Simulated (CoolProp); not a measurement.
Vapour-liquid equilibrium of R113 (1) + acetone (2) at 288.1 K; x and y are mole fractions of (1).

The numbers come from the multi-fluid Helmholtz-energy mixture model, Marx 1992 and Lemmon 2006; pair parameters Bell 2016 in CoolProp.

| x | bubble pressure (MPa) | y at the bubble point | dew pressure at overall composition x (MPa) | liquid density (mol/L) |
|---|---|---|---|---|
| 0.05 | 0.02253 | 0.171 | 0.02036 | 13.30 |
| 0.15 | 0.02682 | 0.362 | 0.02213 | [?] |
| 0.25 | 0.02956 | 0.467 | 0.02418 | [?] |
| 0.35 | 0.03128 | 0.535 | 0.02652 | 11.28 |
| 0.45 | 0.03236 | 0.585 | 0.02911 | 10.73 |
| 0.55 | 0.03301 | 0.628 | 0.03164 | 10.23 |
| 0.65 | 0.03334 | 0.672 | [?] | [?] |
| 0.75 | 0.03330 | 0.724 | 0.03314 | 9.353 |
| 0.85 | [?] | 0.795 | 0.03201 | 8.975 |
| 0.95 | 0.03112 | 0.910 | [?] | [?] |

Q: Some entries are withheld; supply them.

A: 
- 0.15, liquid density (mol/L): 12.56
- 0.25, liquid density (mol/L): 11.89
- 0.65, dew pressure at overall composition x (MPa): 0.03322
- 0.65, liquid density (mol/L): 9.769
- 0.85, bubble pressure (MPa): 0.03271
- 0.95, dew pressure at overall composition x (MPa): 0.03050
- 0.95, liquid density (mol/L): 8.630

y crosses x between x = 0.65 and 0.75: the model has an azeotrope there.

Pair parameters are fitted to limited data, so mixtures are less certain than the pure fluids.
